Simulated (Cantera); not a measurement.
A freely propagating, adiabatic, planar premixed flame of C₃H₈ : O₂ : N₂ = 1 : 3.33 : 12.5 (molar parts), equivalence ratio 1.5, unburnt at 450 K and 8.00 bar; mixture-averaged transport, grid criteria slope 0.08 and curve 0.16, no radiation.

Computed with Cantera and GRI-Mech 3.0 (53 species, 325 reactions). GRI-Mech 3.0 was tuned for natural gas; its chemistry of propane as a main component is partial and can be far from experiment. Burning velocities carry a grid error of a few per cent, more on coarse grids.

x: mole fraction of selected species; z is measured from the peak of heat release.

```json
[
 {"z (mm)": "-0.348", "T (K)": "451", "u (m/s)": "0.215", "x C₃H₈": "0.0592", "x O₂": "0.197", "x C₂H₆": "1.45e-7", "x C₂H₄": "2.16e-6", "x OH": "<1e-8", "x CH₄": "7.51e-6"},
 {"z (mm)": "-0.232", "T (K)": "457", "u (m/s)": "0.220", "x C₃H₈": "0.0589", "x O₂": "0.195", "x C₂H₆": "2.34e-6", "x C₂H₄": "3.07e-5", "x OH": "<1e-8", "x CH₄": "6.86e-5"},
 {"z (mm)": "-0.174", "T (K)": "479", "u (m/s)": "0.232", "x C₃H₈": "0.0584", "x O₂": "0.192", "x C₂H₆": "1.40e-5", "x C₂H₄": "0.000166", "x OH": "<1e-8", "x CH₄": "0.000264"},
 {"z (mm)": "-0.116", "T (K)": "___", "u (m/s)": "0.293", "x C₃H₈": "0.0562", "x O₂": "0.178", "x C₂H₆": "___", "x C₂H₄": "___", "x OH": "___", "x CH₄": "___"},
 {"z (mm)": "-0.0580", "T (K)": "1024", "u (m/s)": "0.526", "x C₃H₈": "0.0396", "x O₂": "0.127", "x C₂H₆": "0.000904", "x C₂H₄": "0.00748", "x OH": "7.60e-7", "x CH₄": "0.00494"},
 {"z (mm)": "-0.0290", "T (K)": "1395", "u (m/s)": "0.743", "x C₃H₈": "0.0160", "x O₂": "0.0802", "x C₂H₆": "0.00153", "x C₂H₄": "0.0128", "x OH": "1.56e-5", "x CH₄": "0.00801"},
 {"z (mm)": "0", "T (K)": "1763", "u (m/s)": "0.966", "x C₃H₈": "0.000449", "x O₂": "0.0337", "x C₂H₆": "0.000458", "x C₂H₄": "0.00671", "x OH": "0.000175", "x CH₄": "0.00762"},
 {"z (mm)": "0.0290", "T (K)": "1952", "u (m/s)": "1.07", "x C₃H₈": "5.18e-7", "x O₂": "0.0122", "x C₂H₆": "5.16e-5", "x C₂H₄": "0.000949", "x OH": "0.000274", "x CH₄": "0.00445"},
 {"z (mm)": "0.0580", "T (K)": "2026", "u (m/s)": "1.12", "x C₃H₈": "1.24e-8", "x O₂": "0.00492", "x C₂H₆": "1.52e-5", "x C₂H₄": "0.000186", "x OH": "0.000245", "x CH₄": "0.00307"},
 {"z (mm)": "0.116", "T (K)": "2071", "u (m/s)": "1.14", "x C₃H₈": "<1e-8", "x O₂": "___", "x C₂H₆": "___", "x C₂H₄": "___", "x OH": "___", "x CH₄": "___"},
 {"z (mm)": "0.232", "T (K)": "2085", "u (m/s)": "1.15", "x C₃H₈": "<1e-8", "x O₂": "0.000175", "x C₂H₆": "9.91e-7", "x C₂H₄": "1.63e-5", "x OH": "8.74e-5", "x CH₄": "0.00180"},
 {"z (mm)": "0.464", "T (K)": "2085", "u (m/s)": "1.15", "x C₃H₈": "<1e-8", "x O₂": "1.12e-5", "x C₂H₆": "4.26e-7", "x C₂H₄": "9.46e-6", "x OH": "7.03e-5", "x CH₄": "0.00139"},
 {"z (mm)": "0.928", "T (K)": "2082", "u (m/s)": "1.15", "x C₃H₈": "<1e-8", "x O₂": "2.60e-7", "x C₂H₆": "1.91e-7", "x C₂H₄": "5.47e-6", "x OH": "6.51e-5", "x CH₄": "0.000966"}
]
```

Q: What belongs in the gaps?

A: 
- -0.116, T (K): 595
- -0.116, x C₂H₆: 0.000125
- -0.116, x C₂H₄: 0.00126
- -0.116, x OH: 1.20e-8
- -0.116, x CH₄: 0.00125
- 0.116, x O₂: 0.00121
- 0.116, x C₂H₆: 3.71e-6
- 0.116, x C₂H₄: 4.29e-5
- 0.116, x OH: 0.000152
- 0.116, x CH₄: 0.00225
